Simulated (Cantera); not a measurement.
Feed: 1 mol C₆H₆, 4.8 mol CO₂, 4.2 mol H₂, equilibrated at 1223.15 K and 1 atm.

Equilibrium computed with Cantera from the NASA thermochemical tables; the gas is ideal and each condensed phase is pure. Candidate condensed phases: C, C₆H₆, C₇H₈, C₈H₁₈, H₂O; 110 gas species. Kinetics and transport are ignored.

Base state: CO 0.564, H₂ 0.424, H₂O 0.00486, CO₂ 0.00443, CH₄ 0.00242 (mole fractions); condensed: C(graphite).

What changes in the equilibrium state with this change: pressure from 1 atm to 10.0 mbar?


```csv
species,before,after
CO,0.564,0.571
H₂,0.424,0.429
H₂O,0.00486,4.91e-5
CH₄,0.00242,2.44e-5
CO₂,0.00443,4.48e-5
"C(graphite), mol",1.31,1.20
```

What changes in the equilibrium state with this change: pressure from 1 atm to 1.33 mbar?


| species | before | after |
|---|---|---|
| CO | 0.564 | 0.571 |
| H₂ | 0.424 | 0.429 |
| H₂O | 0.00486 | 6.55e-6 |
| CH₄ | 0.00242 | 3.26e-6 |
| CO₂ | 0.00443 | 5.98e-6 |
| C(graphite), mol | 1.31 | 1.20 |
